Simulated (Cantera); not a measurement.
Charge: 1 mol TiC, 0.37 mol C, 0.027 mol H2, equilibrated at 1827 °C.

These are equilibrium values from Cantera (NASA tables, ideal gas, pure condensed phases), not measurements of a reactor. Candidate condensed phases: C, C6H6, C7H8, C8H18, Ti, TiC; 77 gas species. TiC: taken at fixed stoichiometry. Kinetics and transport are ignored.

Question: At 10.0 bar, list the 6 most abundant gas species with their mole fractions, and the condensed phases.

Answer: H2 0.994, CH4 0.00326, C2H2 (acetylene) 0.00144, H 0.000982, CH3 6.28e-5, C2H4 5.65e-5. Condensed: C(graphite) + TiC(s).
